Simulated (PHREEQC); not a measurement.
Dissolve 0.0048 mol FeSO4 and 0.00021 mol NaF per kg of water at 91 °C. Closed to the air; pH follows from the charge balance.

Model: ion-association model, phreeqc.dat, run in PHREEQC.

Each row changes one thing in this solution. This is a speciation only: nothing precipitates in the calculation.

```json
[
 {"case": "as made", "pH": "5.46", "ionic strength (mol/kgw)": "0.0126", "HF (mol/kgw)": "3.41e-6", "NaF (mol/kgw)": "1.85e-8", "HF2- (mol/kgw)": "2.85e-9"},
 {"case": "0.0001 mol/kgw CdSO4 added", "pH": "5.46", "ionic strength (mol/kgw)": "0.0129", "HF (mol/kgw)": "3.40e-6", "NaF (mol/kgw)": "1.85e-8", "HF2- (mol/kgw)": "2.84e-9"},
 {"case": "FeSO4 left out", "pH": "6.36", "ionic strength (mol/kgw)": "0.000210", "HF (mol/kgw)": "5.06e-7", "NaF (mol/kgw)": "2.43e-8", "HF2- (mol/kgw)": "4.37e-10"},
 {"case": "temperature from 91 to 45 °C", "pH": "5.88", "ionic strength (mol/kgw)": "0.0145", "HF (mol/kgw)": "5.14e-7", "NaF (mol/kgw)": "1.89e-8", "HF2- (mol/kgw)": "4.50e-10"},
 {"case": "FeSO4 replaced by CaSO4 at the same molality", "pH": "6.43", "ionic strength (mol/kgw)": "0.0147", "HF (mol/kgw)": "3.74e-7", "NaF (mol/kgw)": "1.88e-8", "HF2- (mol/kgw)": "3.23e-10"},
 {"case": "temperature from 91 to 25 °C", "pH": "6.14", "ionic strength (mol/kgw)": "0.0154", "HF (mol/kgw)": "1.95e-7", "NaF (mol/kgw)": "1.90e-8", "HF2- (mol/kgw)": "1.53e-10"},
 {"case": "diluted 10-fold with water", "pH": "5.65", "ionic strength (mol/kgw)": "0.00171", "HF (mol/kgw)": "2.48e-7", "NaF (mol/kgw)": "2.24e-10", "HF2- (mol/kgw)": "2.11e-11"}
]
```

Complexes and solids missing from the database can't appear. Constants without temperature data keep their 25 °C values here. Fluoro complexes past AlF4- and FeF3 are missing from the database.
